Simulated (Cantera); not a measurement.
Cantera run, input and output.

```python
import numpy as np
import cantera as ct

gas = ct.Solution("gri30.yaml")
gas.TPX = 925, 54000, {'CO': 0.0011, 'O2': 0.016, 'H2O': 0.0031, 'N2': 1}
inlet = ct.Reservoir(gas, clone=True)

reactor = ct.IdealGasConstPressureReactor(gas, energy="off", clone=False)
exhaust = ct.Reservoir(gas, clone=True)
tau = [23, 9.6, 4, 1.6, 0.67, 0.28, 0.11, 0.047, 0.019, 0.0079][0]
for a, b in ((inlet, reactor), (reactor, exhaust)):
    ct.MassFlowController(a, b, mdot=lambda t: reactor.mass / tau)
net = ct.ReactorNet([reactor])
show = ['CO', 'O2', 'H2O', 'OH', 'H2O2', 'HO2']

rows = []
print(f"{'tau/s':>10s}{'T/K':>9s}" + "".join(f"{s:>11s}" for s in show))
for tau in [23, 9.6, 4, 1.6, 0.67, 0.28, 0.11, 0.047, 0.019, 0.0079]:
    net.initial_time = 0.0
    net.advance(30 * tau)
    before = gas.X
    net.advance(40 * tau)
    drift = np.max(np.abs(gas.X - before) / (gas.X + 1e-9))
    rows.append([gas.T, *gas[show].X, drift])
    print(f"{tau:10.3e}{gas.T:9.1f}" + "".join(f"{x:11.3e}" for x in gas[show].X))
```

Result:

```
     tau/s      T/K         CO         O2        H2O         OH       H2O2        HO2
 2.300e+01    925.0  5.716e-04  1.543e-02  3.038e-03  2.599e-08  1.556e-07  5.169e-07
 9.600e+00    925.0  7.819e-04  1.554e-02  3.037e-03  2.644e-08  2.027e-07  5.950e-07
 4.000e+00    925.0  9.339e-04  1.561e-02  3.037e-03  2.574e-08  2.236e-07  6.307e-07
 1.600e+00    925.0  1.020e-03  1.565e-02  3.037e-03  2.361e-08  2.119e-07  6.231e-07
 6.700e-01    925.0  1.057e-03  1.567e-02  3.038e-03  1.950e-08  1.655e-07  5.677e-07
 2.800e-01    925.0  1.073e-03  1.568e-02  3.038e-03  1.216e-08  8.240e-08  4.282e-07
 1.100e-01    925.0  1.078e-03  1.568e-02  3.039e-03  2.170e-09  4.387e-09  1.146e-07
 4.700e-02    925.0  1.078e-03  1.568e-02  3.039e-03  7.220e-12  2.917e-14  2.721e-10
 1.900e-02    925.0  1.078e-03  1.568e-02  3.039e-03  1.848e-12  8.729e-16  3.036e-11
 7.900e-03    925.0  1.078e-03  1.568e-02  3.039e-03  6.498e-13  5.452e-17  4.549e-12
```

Detailed kinetics in Cantera: GRI-Mech 3.0 (53 species, 325 reactions).
